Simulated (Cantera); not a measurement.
What does this Cantera script print?

```python
import numpy as np
import cantera as ct

gas = ct.Solution("gri30.yaml")
gas.TPX = 1050, 420000, {'CH4': 1, 'O2': 1.6, 'N2': 8.64, 'H2O': 0.83}
reactor = ct.IdealGasConstPressureReactor(gas, energy="on", clone=False)
net = ct.ReactorNet([reactor])
net.rtol, net.atol = 1e-08, 1e-16
show = ['CH4', 'O2', 'H2O', 'O', 'CO2', 'HO2', 'C2H']
times = np.geomspace(4e-06, 2, 11)

steps = ct.SolutionArray(gas, extra=["t"])
rows = []
print(f"{'t/s':>10s}{'T/K':>9s}{'P/Pa':>11s}" + "".join(f"{s:>11s}" for s in show))
for t in times:
    while net.time < t:
        t_next = net.step()
        steps.append(gas.state, t=t_next)
    rows.append([np.interp(t, steps.t, y) for y in (steps.T, steps.P, *steps(*show).X.T)])
    print(f"{t:10.3e}{rows[-1][0]:9.1f}{rows[-1][1]:11.4g}" + "".join(f"{x:11.3e}" for x in rows[-1][2:]))
rate = np.gradient(steps.T, steps.t)
print("integrator steps:", len(steps.t))
if steps.T.max() > steps.T[0] + 200:
    print(f"time of steepest temperature rise: {steps.t[rate.argmax()]:.4e} s")
gas.TPX = 1050, 420000, {'CH4': 1, 'O2': 1.6, 'N2': 8.64, 'H2O': 0.83}
gas.equilibrate("HP")
print(f"equilibrium (HP): T = {gas.T:.1f} K  " + "  ".join(f"{s} {gas[s].X[0]:.3e}" for s in show))
```

It prints:

```
       t/s      T/K       P/Pa        CH4         O2        H2O          O        CO2        HO2        C2H
 4.000e-06   1050.0    4.2e+05  8.285e-02  1.326e-01  6.877e-02  1.864e-14  2.683e-20  3.284e-10  8.740e-44
 1.486e-05   1050.0    4.2e+05  8.285e-02  1.326e-01  6.877e-02  6.443e-14  1.139e-18  1.217e-09  1.019e-40
 5.519e-05   1050.0    4.2e+05  8.285e-02  1.326e-01  6.877e-02  2.382e-13  5.523e-17  4.484e-09  8.909e-38
 2.050e-04   1050.0    4.2e+05  8.285e-02  1.326e-01  6.877e-02  9.385e-13  3.052e-15  1.616e-08  1.030e-34
 7.615e-04   1050.0    4.2e+05  8.285e-02  1.326e-01  6.877e-02  4.449e-12  2.268e-13  5.360e-08  2.975e-31
 2.828e-03   1050.0    4.2e+05  8.285e-02  1.326e-01  6.877e-02  2.619e-11  2.638e-11  1.300e-07  2.966e-27
 1.051e-02   1050.1    4.2e+05  8.284e-02  1.326e-01  6.877e-02  4.751e-11  6.132e-10  1.977e-07  1.475e-24
 3.902e-02   1050.4    4.2e+05  8.277e-02  1.325e-01  6.883e-02  9.259e-11  7.449e-09  4.842e-07  1.914e-22
 1.450e-01   1089.1    4.2e+05  7.730e-02  1.275e-01  7.446e-02  1.585e-08  3.315e-05  2.160e-05  5.104e-16
 5.384e-01   2256.7    4.2e+05  7.283e-13  2.939e-05  1.973e-01  1.022e-05  4.459e-02  1.838e-08  8.503e-20
 2.000e+00   2256.7    4.2e+05  7.283e-13  2.939e-05  1.973e-01  1.022e-05  4.459e-02  1.838e-08  8.503e-20
integrator steps: 2713
time of steepest temperature rise: 1.5063e-01 s
equilibrium (HP): T = 2256.7 K  CH4 8.317e-13  O2 2.939e-05  H2O 1.973e-01  O 1.022e-05  CO2 4.459e-02  HO2 1.838e-08  C2H 9.440e-20
```

Cantera simulation using GRI-Mech 3.0 (53 species, 325 reactions); the numbers are that mechanism's predictions, not measurements.
